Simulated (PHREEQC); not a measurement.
Solution (25 °C): 89 mmol/kgw NaH2PO4 and 6.8 mmol/kgw H2SO4. Closed to the air; pH follows from the charge balance.

Computed with PHREEQC (ion-association model, phreeqc.dat).

Each row changes one thing in this solution. Precipitation was switched off in this run.

```tsv
case	pH	ionic strength (mol/kgw)	H2PO4- (mol/kgw)	H3PO4 (mol/kgw)	SO4-2 (mol/kgw)	NaSO4- (mol/kgw)
as made	2.88	0.0952	0.0773	0.0117	0.00553	0.000922
diluted 5-fold with water	…	0.0199	0.0161	0.00172	0.00123	…
H2SO4 from 0.0068 to 0.034 mol/kgw	…	0.119	0.0424	0.0466	0.0214	0.00323
temperature from 25 to 50 °C	2.98	0.0946	…	0.0119	0.00535	0.000989
H2SO4 from 0.0068 to 0.00612 mol/kgw	2.93	0.0946	0.0784	0.0106	…	0.000836
NaH2PO4 from 0.089 to 0.445 mol/kgw	3.47	0.448	0.431	0.0134	0.00453	0.00222
```

### Question
Complete the blanks.

### Answer

- diluted 5-fold with water, pH: 3.08
- diluted 5-fold with water, NaSO4- (mol/kgw): 6.35e-5
- H2SO4 from 0.0068 to 0.034 mol/kgw, pH: 2.01
- temperature from 25 to 50 °C, H2PO4- (mol/kgw): 0.0771
- H2SO4 from 0.0068 to 0.00612 mol/kgw, SO4-2 (mol/kgw): 0.00501

Species that the database lacks are ignored. Away from 25 °C the constants follow the database's enthalpies or fits; those with neither stay at their 25 °C values.
